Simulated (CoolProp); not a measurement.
Vapour-liquid equilibrium of n-hexane (1) + cyclohexane (2) at 26.65 °C; x and y are mole fractions of (1).

The numbers come from the multi-fluid Helmholtz-energy mixture model, Thol 2019 and Zhou 2014; pair parameters Bell 2016 in CoolProp.

```tsv
x	bubble pressure, mixture model (MPa)	bubble pressure, Raoult's law (MPa)	y, mixture model	y, Raoult's law
0.05	0.01454	0.01440	0.084	0.075
0.15	0.01551	0.01516	0.228	0.214
0.25	0.01640	0.01593	0.351	0.340
0.35	0.01721	0.01669	0.460	0.454
0.45	0.01798	0.01745	0.558	0.558
0.55	0.01870	0.01822	0.648	0.654
0.65	0.01939	0.01898	0.732	0.742
0.75	0.02006	0.01974	0.812	0.822
0.85	0.02071	0.02051	0.889	0.897
0.95	0.02134	0.02127	0.964	0.967
```

The largest gap from Raoult's law is +3.1 % in bubble pressure, at x = 0.35. No azeotrope shows between x = 0.05 and 0.95.

Pair parameters are fitted to limited data, so mixtures are less certain than the pure fluids.
